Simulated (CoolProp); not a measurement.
Vapour-liquid equilibrium of fluoroethane (R161) (1) + R227EA (2) at 0.000667 MPa; x and y are mole fractions of (1).

Computed with CoolProp (multi-fluid Helmholtz-energy mixture model, Wu 2012 and Lemmon 2016; pair parameters Bell 2016).

```json
[
 {"x": "0.05", "bubble temperature, mixture model (°C)": "-92.4", "bubble temperature, Raoult's law (°C)": "-94.0", "y, mixture model": "0.083", "y, Raoult's law": "0.214"},
 {"x": "0.2", "bubble temperature, mixture model (°C)": "-94.7", "bubble temperature, Raoult's law (°C)": "-98.3", "y, mixture model": "0.430", "y, Raoult's law": "0.582"},
 {"x": "0.35", "bubble temperature, mixture model (°C)": "-98.5", "bubble temperature, Raoult's law (°C)": "-101.4", "y, mixture model": "0.726", "y, Raoult's law": "0.760"},
 {"x": "0.5", "bubble temperature, mixture model (°C)": "-102.2", "bubble temperature, Raoult's law (°C)": "-103.8", "y, mixture model": "0.879", "y, Raoult's law": "0.860"},
 {"x": "0.65", "bubble temperature, mixture model (°C)": "-105.0", "bubble temperature, Raoult's law (°C)": "-105.7", "y, mixture model": "0.947", "y, Raoult's law": "0.922"},
 {"x": "0.8", "bubble temperature, mixture model (°C)": "-107.1", "bubble temperature, Raoult's law (°C)": "-107.3", "y, mixture model": "0.979", "y, Raoult's law": "0.963"},
 {"x": "0.95", "bubble temperature, mixture model (°C)": "-108.6", "bubble temperature, Raoult's law (°C)": "-108.7", "y, mixture model": "0.996", "y, Raoult's law": "0.992"}
]
```

The largest gap from Raoult's law is +3.6 K in bubble temperature, at x = 0.2. No azeotrope shows between x = 0.05 and 0.95.

The pair parameters rest on a limited set of measurements; away from them the model extrapolates.
